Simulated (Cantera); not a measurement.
Charge: 1 mol (CH3)2SiCl2, 0.0053 mol C2H2, 10 mol H2, at 2475 K and 0.530 bar.

These are equilibrium values from Cantera (NASA tables, ideal gas, pure condensed phases), not measurements of a reactor. Candidate condensed phases: C, C6H6, C7H8, C8H18, Si, SiC; 109 gas species. The feed counts by its element totals alone. The tables' values for SiCl, SiCl3 are old estimates; treat these amounts as uncertain. Gases not in the tables: Si2H6 and higher silanes. Kinetics and transport are ignored.

Base state: H2 0.827, HCl 0.124, H 0.0281, C2H2 (acetylene) 0.00804, SiCl2 0.00629, Cl 0.00298, Si 0.00167, SiCl 0.000771 (mole fractions); condensed: C(graphite) + SiC(s).

What changes in the equilibrium state with this change: (CH3)2SiCl2 replaced by SiH2Cl2?


| species | before | after |
|---|---|---|
| H2 | 0.827 | 0.822 |
| HCl | 0.124 | 0.111 |
| H | 0.0281 | 0.0280 |
| SiCl2 | 0.00629 | 0.0226 |
| C2H2 (acetylene) | 0.00804 | 0.000123 |
| C4H2 | 3.23e-5 | 7.59e-9 |
| Si3 | 3.83e-7 | 3.33e-5 |
| C(graphite), mol | 0.906 | 0 |
| SiC(s), mol | 0.856 | 0 |
| Si(l), mol | 0 | 0.545 |
